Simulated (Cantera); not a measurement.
**Gas activation for diamond growth**

A perfectly stirred reactor is fed with CH₄ : H₂ : CO₂ = 0.013 : 1 : 0.015 (molar parts), at 0.0530 bar; it is held at 2000 K, and followed from long to short residence time.

Detailed kinetics in Cantera: GRI-Mech 3.0 (53 species, 325 reactions).

```json
[
 {"τ (s)": "0.76", "x CH₄": "0.00128", "x H₂": "0.960", "x CO₂": "7.98e-5", "x HCO": "4.46e-9", "x O₂": "1.36e-10"},
 {"τ (s)": "0.36", "x CH₄": "0.00184", "x H₂": "0.959", "x CO₂": "0.000127", "x HCO": "5.36e-9", "x O₂": "1.70e-10"},
 {"τ (s)": "0.17", "x CH₄": "0.00266", "x H₂": "0.959", "x CO₂": "0.000229", "x HCO": "6.58e-9", "x O₂": "1.87e-10"},
 {"τ (s)": "0.079", "x CH₄": "0.00386", "x H₂": "0.958", "x CO₂": "0.000460", "x HCO": "8.06e-9", "x O₂": "1.82e-10"},
 {"τ (s)": "0.037", "x CH₄": "0.00550", "x H₂": "0.958", "x CO₂": "0.000974", "x HCO": "9.49e-9", "x O₂": "1.56e-10"},
 {"τ (s)": "0.017", "x CH₄": "0.00757", "x H₂": "0.958", "x CO₂": "0.00214", "x HCO": "1.04e-8", "x O₂": "1.11e-10"},
 {"τ (s)": "0.0082", "x CH₄": "0.00959", "x H₂": "0.960", "x CO₂": "0.00433", "x HCO": "9.98e-9", "x O₂": "5.99e-11"},
 {"τ (s)": "0.0039", "x CH₄": "0.0112", "x H₂": "0.964", "x CO₂": "0.00802", "x HCO": "7.17e-9", "x O₂": "1.83e-11"}
]
```
x: mole fraction; the columns are a selection and need not sum to one.
